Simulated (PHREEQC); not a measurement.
Make-up at 20 °C: 6.9 mmol/kgw Mg(NO3)2. Closed to the air; pH follows from the charge balance.

The numbers come from PHREEQC with the ion-association model, phreeqc.dat.

Precipitation was switched off in this run.

Q: What specific conductance does the model give?

A: specific conductance 1330 µS/cm.

Complexes and solids missing from the database can't appear.
